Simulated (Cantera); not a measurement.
Gas mixture: 53.1 % O2, 46.9 % N2O, at 0.165 Torr, frozen composition.

Cantera's kinetic-theory transport with the Lennard-Jones parameters of GRI-Mech 3.0, ideal gas; thermal conductivity in the multicomponent form.

One state of this run: ρ (kg/m³) = 0.000111; cp (J/kg/K) = 1158; μ (µPa s) = 40.6; λ (mW/m/K) = 64.4; Pr = 0.730; D (cm²/s) CH4 = 6230; D (cm²/s) N2 = 5580; D (cm²/s) O = 8780. D: mixture-averaged diffusion coefficient of that species in the mixture.

Question: Which value of T (K) does it belong to?
A. 400
B. 900
C. 600
D. 800

Answer: B, 900
